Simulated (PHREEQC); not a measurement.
Dissolve 0.0094 mol KOH, 6.7e-05 mol KNO3 and 5.1e-05 mol H3BO3 per kg of water at 69 °C. Closed to the air; pH follows from the charge balance.

All values are PHREEQC results (ion-association model, phreeqc.dat), not measurements.

No solid was allowed to form.

Question: What pH, specific conductance does the model give?

Answer: pH 10.73; specific conductance 5150 µS/cm.

Question: In which forms is B present?

Answer: H2BO3- 99 %, H3BO3 1.4 % of the B.

Species that the database lacks are ignored. Away from 25 °C the constants follow the database's enthalpies or fits; those with neither stay at their 25 °C values.
